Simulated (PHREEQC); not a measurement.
## Buffer: an equilibrium model

A solution holds 33 mmol/kgw NH4Cl, 5.5 mmol/kgw Na2CO3 and 150 mmol/kgw KCl, at 20 °C. Closed to the air; pH follows from the charge balance.

All values are PHREEQC results (ion-association model, wateq4f.dat), not measurements.

This is a speciation only: nothing precipitates in the calculation.

Q: Predict the pH, activity of water.

A: pH 8.79; activity of water 0.993.

Q: In which forms is N present?

A: NH4+ 84 %, NH3 16 % of the N.

Species that the database lacks are ignored.
